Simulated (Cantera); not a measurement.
A perfectly stirred reactor is fed with CH₄ : O₂ : N₂ : H₂O = 1 : 1.82 : 6.84 : 1 (molar parts), equivalence ratio 1.1, at 8.68 atm; it is adiabatic with a 498 K inlet, and is followed from long to short residence time, starting on the burning branch (τ in s: 0.31, 0.15, 0.068, 0.032, 0.015, 0.0071, 0.0034, 0.0016, 0.00074, 0.00035, 0.00016, 7.8e-05).

Computed with Cantera and GRI-Mech 3.0 (53 species, 325 reactions).

Question: What does this change do: inlet temperature 498 to 375 K?

Answer: 
| quantity | before | after |
|---|---|---|
| blow-out, bracketed by the residence times tried | burning at 78.0 µs, the shortest tried | burning at 0.160 ms, out at 78.0 µs |
| x(CH₄) at τ = 0.310 s | 3.95e-6 | 1.04e-5 |
| x(O₂) at τ = 0.310 s | 6.73e-5 | 4.32e-5 |
| x(H₂O) at τ = 0.310 s | 0.262 | 0.262 |
| x(CH₂O) at τ = 0.310 s | 1.61e-7 | 2.81e-7 |
| x(C₂H₂) at τ = 0.310 s | 3.91e-9 | 2.76e-8 |
| x(CH₄) at τ = 3.40 ms | 7.11e-5 | 0.000121 |
| x(O₂) at τ = 3.40 ms | 0.000862 | 0.000917 |
| x(H₂O) at τ = 3.40 ms | 0.261 | 0.261 |
| x(CH₂O) at τ = 3.40 ms | 5.70e-6 | 7.98e-6 |
| x(C₂H₂) at τ = 3.40 ms | 1.01e-6 | 3.26e-6 |

Question: What does this change do: 0.34 parts H2 added?

Answer: 
```csv
quantity,before,after
"blow-out, bracketed by the residence times tried","burning at 78.0 µs, the shortest tried","burning at 0.160 ms, out at 78.0 µs"
x(CH₄) at τ = 0.310 s,3.95e-6,1.35e-5
x(O₂) at τ = 0.310 s,6.73e-5,1.93e-5
x(H₂O) at τ = 0.310 s,0.262,0.268
x(CH₂O) at τ = 0.310 s,1.61e-7,2.07e-7
x(C₂H₂) at τ = 0.310 s,3.91e-9,3.95e-8
x(CH₄) at τ = 3.40 ms,7.11e-5,0.000272
x(O₂) at τ = 3.40 ms,0.000862,0.000588
x(H₂O) at τ = 3.40 ms,0.261,0.268
x(CH₂O) at τ = 3.40 ms,5.70e-6,8.39e-6
x(C₂H₂) at τ = 3.40 ms,1.01e-6,1.64e-5
```
